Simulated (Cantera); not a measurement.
Stirred combustor or abatement burner

A perfectly stirred reactor is fed with CH₃OH : O₂ : N₂ : CO₂ = 1 : 1.36 : 5.13 : 0.037 (molar parts), equivalence ratio 1.1, at 120000 Pa; it is adiabatic with a 573 K inlet, and is followed from long to short residence time, starting on the burning branch (τ in s: 0.051, 0.021, 0.0087, 0.0036, 0.0015, 0.00061, 0.00025, 0.0001, 4.2e-05, 1.7e-05).

Detailed kinetics in Cantera: GRI-Mech 3.0 (53 species, 325 reactions). GRI-Mech 3.0 was tuned for natural gas; its chemistry of methanol as a main component is partial and can be far from experiment.

| τ (s) | T (K) | x CH₃OH | x O₂ | x CH₄ | x C₂H₂ | x H₂O₂ |
|---|---|---|---|---|---|---|
| 0.051 | 2326 | 1.07e-6 | 0.00332 | 1.68e-7 | 4.76e-11 | 7.85e-8 |
| 0.021 | 2305 | 2.20e-6 | 0.00439 | 2.35e-7 | 9.25e-11 | 9.62e-8 |
| 0.0087 | 2271 | 4.28e-6 | 0.00604 | 3.09e-7 | 1.62e-10 | 1.23e-7 |
| 0.0036 | 2222 | 8.12e-6 | 0.00828 | 4.54e-7 | 3.38e-10 | 1.61e-7 |
| 0.0015 | 2162 | 1.54e-5 | 0.0109 | 8.24e-7 | 9.81e-10 | 2.14e-7 |
| 0.00061 | 2093 | 3.10e-5 | 0.0139 | 1.87e-6 | 3.95e-9 | 2.89e-7 |
| 0.00025 | 2024 | 6.66e-5 | 0.0171 | 4.92e-6 | 1.89e-8 | 3.90e-7 |
| 0.00010 | 1954 | 0.000166 | 0.0216 | 1.52e-5 | 1.09e-7 | 5.43e-7 |
| 4.2e-5 | 1861 | 0.000537 | 0.0314 | 5.98e-5 | 7.47e-7 | 9.70e-7 |
| 1.7e-5 | 573 | 0.133 | 0.181 | <1e-12 | <1e-12 | <1e-12 |
x: mole fraction; the columns are a selection and need not sum to one.
